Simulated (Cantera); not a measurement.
A Cantera script and its output.

```python
import numpy as np
import cantera as ct

gas = ct.Solution("gri30.yaml")


def delay(T, t_max=10):
    gas.TPX = T, 1200000, {'CO': 1, 'H2': 0.034, 'O2': 0.808, 'N2': 3.47}
    reactor = ct.IdealGasReactor(gas, clone=False)
    net = ct.ReactorNet([reactor])
    net.rtol, net.atol = 1e-8, 1e-16
    while net.time < t_max:
        t_old, T_old = net.time, reactor.T
        net.step()
        if reactor.T > T + 400:  # ignition: a rise of 400 K
            return t_old + (T + 400 - T_old) / (reactor.T - T_old) * (net.time - t_old)
    return np.nan


taus = []
for T in [1300, 1350, 1400, 1450, 1500, 1550, 1600]:
    taus.append(delay(T))
    print(f"T0 = {T:6g} K   tau = {taus[-1]:.4e} s")
```

It prints:

```
T0 =   1300 K   tau = 3.2626e-05 s
T0 =   1350 K   tau = 2.1499e-05 s
T0 =   1400 K   tau = 1.5766e-05 s
T0 =   1450 K   tau = 1.2431e-05 s
T0 =   1500 K   tau = 1.0311e-05 s
T0 =   1550 K   tau = 8.8740e-06 s
T0 =   1600 K   tau = 7.8537e-06 s
```

Cantera simulation using GRI-Mech 3.0 (53 species, 325 reactions); the numbers are that mechanism's predictions, not measurements. The hydrogen kinetics of GRI-Mech 3.0 are dated; newer H2 mechanisms differ, most at raised pressure. The pressure lies above the range GRI-Mech 3.0 was tuned for (to about 10 atm). Where the delays flatten at high temperature, the 400 K rule measures the pace of heat release, not the induction time.
